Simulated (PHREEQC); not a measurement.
Make-up at 14 °C: 0.0071 mol/kgw MnSO4 and 4.1e-05 mol/kgw NH4HCO3. Closed to the air; pH follows from the charge balance.

The numbers come from PHREEQC with the ion-association model, wateq4f.dat.

No solid was allowed to form.

Task: Order these Mn species by the share of Mn that they hold, largest first: MnSO4, Mn+2, MnHCO3+.

Result: Mn+2 (79 %), MnSO4 (21 %), MnHCO3+ (0.11 %)

The pH is 7.18 and the ionic strength 0.0224 mol/kgw. Examples of supersaturated solids here: Rhodochrosite. Others may be too. Constants without temperature data keep their 25 °C values here.
